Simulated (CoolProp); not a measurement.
Saturation properties of o-xylene.

The numbers come from the reference Helmholtz-energy equation of state, Zhou 2012 in CoolProp.

```tsv
T (°C)	p (kPa)	liquid density (kg/m³)	surface tension (mN/m)	liquid viscosity (µPa s)	vapour viscosity (µPa s)	liquid conductivity (mW/(m K))
63.65	6.419	843.0	25.4	481	7.36	121
71.05	8.818	836.6	24.6	447	7.51	119
78.45	11.92	830.1	23.8	417	7.65	117
85.85	15.89	823.6	23.0	390	7.80	115
93.25	20.88	817.0	22.3	365	7.95	113
100.75	27.19	810.2	21.5	343	8.11	111
108.15	34.85	803.5	20.7	323	8.26	110
115.55	44.18	796.7	20.0	305	8.41	108
122.95	55.43	789.9	19.2	288	8.56	106
```

It boils at 144.4 °C under 1 atm.

Viscosity comes from a separate model (Cao 2016). Thermal conductivity comes from a separate model (Mylona 2014). Surface tension comes from a separate correlation (Mulero 2014).
